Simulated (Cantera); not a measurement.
Adiabatic ignition

An adiabatic, constant-volume homogeneous reactor starts with 21.3 % CO, 1.58 % H2, 1.17 % CH4, 13.8 % O2, 51.7 % N2, 10.4 % H2O, at 1800 K and 1.01 bar.

Cantera simulation using GRI-Mech 3.0 (53 species, 325 reactions); the numbers are that mechanism's predictions, not measurements.

```tsv
t (s)	T (K)	P (bar)	x CO	x H2	x CH4	x CH3	x NO	x C2H
9.00e-6	1800	1.01	0.213	0.0157	0.0116	0.000141	4.29e-11	<1e-12
2.37e-5	1989	1.13	0.204	0.0125	0.000445	0.000159	4.25e-7	3.38e-8
6.24e-5	2470	1.36	0.114	0.0169	<1e-12	<1e-12	9.73e-5	<1e-12
0.000164	2811	1.52	0.100	0.0127	<1e-12	<1e-12	0.00112	<1e-12
0.000433	2844	1.53	0.0980	0.0123	<1e-12	<1e-12	0.00476	<1e-12
0.00114	2837	1.53	0.0981	0.0123	<1e-12	<1e-12	0.0105	<1e-12
0.00300	2834	1.52	0.0981	0.0124	<1e-12	<1e-12	0.0136	<1e-12
0.00790	2834	1.52	0.0981	0.0124	<1e-12	<1e-12	0.0138	<1e-12
0.0208	2834	1.52	0.0981	0.0124	<1e-12	<1e-12	0.0138	<1e-12
0.0548	2834	1.52	0.0981	0.0124	<1e-12	<1e-12	0.0138	<1e-12
0.144	2834	1.52	0.0981	0.0124	<1e-12	<1e-12	0.0138	<1e-12
0.380	2834	1.52	0.0981	0.0124	<1e-12	<1e-12	0.0138	<1e-12
1.00	2834	1.52	0.0981	0.0124	<1e-12	<1e-12	0.0138	<1e-12
```
x: mole fraction; the columns are a selection and need not sum to one.

```
Item                                                              Result
---------------------------------  -------------------------------------
time of steepest temperature rise                                22.1 µs
temperature at 1.00 s                                             2834 K
equilibrium temperature                                           2834 K
x(CO) at 1.00 s                    0.0981 (gas-phase equilibrium 0.0981)
x(H2) at 1.00 s                    0.0124 (gas-phase equilibrium 0.0124)
x(CH4) at 1.00 s                   <1e-12 (gas-phase equilibrium <1e-12)
```
